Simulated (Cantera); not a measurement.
Feed: 1 mol Si, 4.4 mol CO2, 1.1 mol N2, held at 2.70 Torr.

Method: chemical equilibrium by Gibbs-energy minimisation in Cantera with the NASA 1993 tables (ideal gas, pure condensed phases). Candidate condensed phases: C, Si, SiC, SiO2, Si2N2O, Si3N4; 34 gas species. The tables hold silica as quartz up to 1696 K and as liquid above; real silica turns to tridymite and cristobalite and melts near 1996 K. Equilibrium is a limit: real reactors are often held back by kinetics, nucleation or transport.

Over these rows the condensed part is SiO2(condensed). Partial pressures as log10 of bar:

```tsv
T (K)	1000/T (1/K)	log p SiO	log p CO2	log p CO	log p N2
1723	0.5804	-6.97	-2.80	-2.88	-3.14
1773	0.5640	-6.54	-2.80	-2.88	-3.14
1823	0.5485	-6.14	-2.80	-2.88	-3.14
1873	0.5339	-5.76	-2.80	-2.88	-3.14
1923	0.5200	-5.40	-2.80	-2.88	-3.14
1973	0.5068	?	-2.80	-2.89	-3.14
```

Problem. Fit log p(SiO) = a + b·(1000/T) to the five rows, give the apparent enthalpy, and predict the row at 1973 K.

Solution. Means: 1000/T = 0.5494, log p = -6.162. Sxy = -0.059220, Sxx = 0.0022796, so b = -25.98 and a = -6.162 − (-25.98)×0.5494 = 8.11.
Apparent enthalpy: −19.145 × (-25.98) = 497 kJ/mol. With the condensed phases at unit activity, SiO2(condensed) + CO(g) = SiO(g) + CO2(g) links this pressure to the main gases: over the six rows their terms move log p by -0.01 in all, so the slope is close to that reaction's ΔH°. The five rows lie within 0.01 of the line.
Prediction at 1973 K: 8.11 + (-25.98)×0.5068 = -5.06. The computed value is -5.06, 0.00 from the line.
